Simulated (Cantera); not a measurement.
Mixture: CH₄ : C₂H₆ : O₂ : N₂ : H₂O = 1 : 0.28 : 2.48 : 9.34 : 1.6 (molar parts), at 2.47 atm, adiabatic and at constant pressure. Ignition delay is the time to a rise of 400 K.

Model: GRI-Mech 3.0 (53 species, 325 reactions), integrated in Cantera.

Task: What does this change do: pressure from 2.47 atm to 1.48 atm?

Result: 
| quantity | before | after |
|---|---|---|
| delay at 1225 K | 1.11 ms | 1.48 ms |
| delay at 1325 K | 0.352 ms | 0.493 ms |
| delay at 1425 K | 0.150 ms | 0.215 ms |
| delay at 1525 K | 71.9 µs | 0.103 ms |
| delay at 1625 K | 36.7 µs | 52.5 µs |
| apparent activation energy between 1525 and 1625 K | 140 kJ/mol | 140 kJ/mol |

Task: What does this change do: constant volume in place of constant pressure?

Result: 
```
quantity                                                before       after
--------------------------------------------------  ----------  ----------
delay at 1225 K                                        1.11 ms     1.04 ms
delay at 1325 K                                       0.352 ms    0.319 ms
delay at 1425 K                                       0.150 ms    0.134 ms
delay at 1525 K                                        71.9 µs     63.4 µs
delay at 1625 K                                        36.7 µs     32.0 µs
apparent activation energy between 1525 and 1625 K  140 kJ/mol  140 kJ/mol
```

Task: What does this change do: H2O 1.6 to 2.2 parts?

Result: 
| quantity | before | after |
|---|---|---|
| delay at 1225 K | 1.11 ms | 1.13 ms |
| delay at 1325 K | 0.352 ms | 0.365 ms |
| delay at 1425 K | 0.150 ms | 0.158 ms |
| delay at 1525 K | 71.9 µs | 76.2 µs |
| delay at 1625 K | 36.7 µs | 38.8 µs |
| apparent activation energy between 1525 and 1625 K | 140 kJ/mol | 140 kJ/mol |
